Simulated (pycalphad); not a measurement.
Source of the numbers: pycalphad with the COST 507 light-alloy database (1999); pressure 1 atm. The data set is of 1999 and partly superseded. Amounts are mole fractions of atoms. Kinetics are ignored, which matters at the lower temperatures.

Problem. Give the equilibrium state of Si-2.49V (at.%) at 407 °C.

Solution. 
```
T = 680.00 K, P = 101325 Pa, N = 1 mol of atoms
G = -19797 J/mol, H = 5808 J/mol, S = 37.65 J/(mol K)  (SER reference)
chemical potentials (J/mol): Si -16727, V -140037
phase             fraction      x(Si)       x(V)
DIAMOND_A4          0.9253     1.0000       none
SI2V                0.0747     0.6667     0.3333
```

Database names, with the compositions (at.%) that they take in these runs: SI2V: Si 67 V 33. DIAMOND_A4 is diamond (Si). An entry "none" or "no" means that the model of the phase leaves that element out.
